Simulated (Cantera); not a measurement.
Charge: 1 mol TEOS, a varied amount of H2O, at 1400 K and 1.00 bar.

These are equilibrium values from Cantera (NASA tables, ideal gas, pure condensed phases), not measurements of a reactor. Candidate condensed phases: C, C6H6, C7H8, C8H18, H2O, Si, SiC, SiO2; 123 gas species. The feed counts by its element totals alone. The tables hold silica as quartz up to 1696 K and as liquid above; real silica turns to tridymite and cristobalite and melts near 1996 K. Kinetics and transport are ignored.

**Question.** At 4.8 mol H2O, list the 4 most abundant gas species with their mole fractions, and the condensed phases.

**Answer.** H2 0.682, CO 0.315, CH4 0.00201, H2O 0.000800. Condensed: C(graphite) + SiO2(β-quartz).
